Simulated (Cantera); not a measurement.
An adiabatic, constant-volume homogeneous reactor starts with 23.1 % CO, 6.02 % H2, 0.810 % CH4, 14.7 % O2, 55.3 % N2, equivalence ratio 1.1, at 1250 K and 500000 Pa.

Model: GRI-Mech 3.0 (53 species, 325 reactions), integrated in Cantera. Above 3000 K some thermodynamic fits are extrapolated.

**Question.** Predict: time of steepest temperature rise; temperature at 6.00 s; equilibrium temperature; x(CO) at 6.00 s; x(H2) at 6.00 s; x(NO2) at 6.00 s; x(H2O2) at 6.00 s.

**Answer.** 
```
Property                                                            Result
---------------------------------  ---------------------------------------
time of steepest temperature rise                                  21.0 µs
temperature at 6.00 s                                               3005 K
equilibrium temperature                                             3005 K
x(CO) at 6.00 s                        0.103 (gas-phase equilibrium 0.103)
x(H2) at 6.00 s                    0.00597 (gas-phase equilibrium 0.00597)
x(NO2) at 6.00 s                   9.68e-6 (gas-phase equilibrium 9.68e-6)
x(H2O2) at 6.00 s                  6.32e-7 (gas-phase equilibrium 6.32e-7)
```
